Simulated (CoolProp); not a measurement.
Propylene along the isobar 1.01 bar: Z from the reference equation and from simpler models built on Tc = 91.1 °C, pc = 45.55 bar, ω = 0.146; each cubic takes its own stable root.

Model: reference Helmholtz-energy equation of state, Lemmon 2013, in CoolProp.

```csv
T (°C),phase,reference,van der Waals,Redlich-Kwong,Peng-Robinson
-110.25,liquid,0.004593,0.007351,0.004938,0.004382
-100.15,liquid,0.004398,0.007024,0.004723,0.004181
-90.05,liquid,0.004227,0.9675,0.004538,0.004007
-79.85,liquid,0.004077,0.9712,0.004377,0.003855
-69.75,liquid,0.003946,0.9743,0.004240,0.003724
-59.55,liquid,0.003831,0.9770,0.004123,0.003611
-49.45,liquid,0.003732,0.9793,0.9703,0.003516
-39.35,gas,0.9682,0.9813,0.9737,0.9713
-29.15,gas,0.9724,0.9830,0.9766,0.9743
-19.05,gas,0.9759,0.9845,0.9791,0.9770
-8.95,gas,0.9788,0.9859,0.9812,0.9793
1.25,gas,0.9813,0.9870,0.9831,0.9813
```

At some of these states van der Waals, Redlich-Kwong gives the other phase, because its saturation line lies elsewhere.
